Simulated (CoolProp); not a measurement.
Vapour-liquid equilibrium of diethyl ether (1) + n-hexane (2) at 386.6 K; x and y are mole fractions of (1).

The numbers come from the multi-fluid Helmholtz-energy mixture model, Thol 2014 and Thol 2019; pair parameters Bell 2016 in CoolProp.

Question: Give the bubble pressure and the first vapour's composition at x = 0.45, 0.75, 0.95. Is there an azeotrope?

Answer: x = 0.45: 0.5967 MPa, y = 0.640; x = 0.75: 0.7487 MPa, y = 0.856; x = 0.95: 0.8529 MPa, y = 0.973. No azeotrope shows between x = 0.05 and 0.95.

Pair parameters are fitted to limited data, so mixtures are less certain than the pure fluids.
